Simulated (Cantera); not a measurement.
Feed: 1 mol SiCl4, 1 mol Cl2, 2.2 mol H2, equilibrated at 775 °C and 100 Torr.

Equilibrium computed with Cantera from the NASA thermochemical tables; the gas is ideal and each condensed phase is pure. Candidate condensed phases: Si; 19 gas species. The tables' values for SiCl3 are old estimates; treat these amounts as uncertain. Rates play no part.

Base state: HCl 0.478, H2 0.284, SiCl4 0.236, SiHCl3 0.00144, SiCl3 0.000232 (mole fractions); condensed: gas only.

Question: What changes in the equilibrium state with this change: temperature from 775 °C to 1102 °C?

Answer: 
```json
[
 {"species": "HCl", "before": "0.478", "after": "0.511"},
 {"species": "H2", "before": "0.284", "after": "0.255"},
 {"species": "SiCl4", "before": "0.236", "after": "0.199"},
 {"species": "SiCl3", "before": "0.000232", "after": "0.0195"},
 {"species": "SiCl2", "before": "4.17e-6", "after": "0.00880"},
 {"species": "SiH2Cl2", "before": "9.97e-7", "after": "3.00e-5"},
 {"species": "SiHCl3", "before": "0.00144", "after": "0.00635"}
]
```
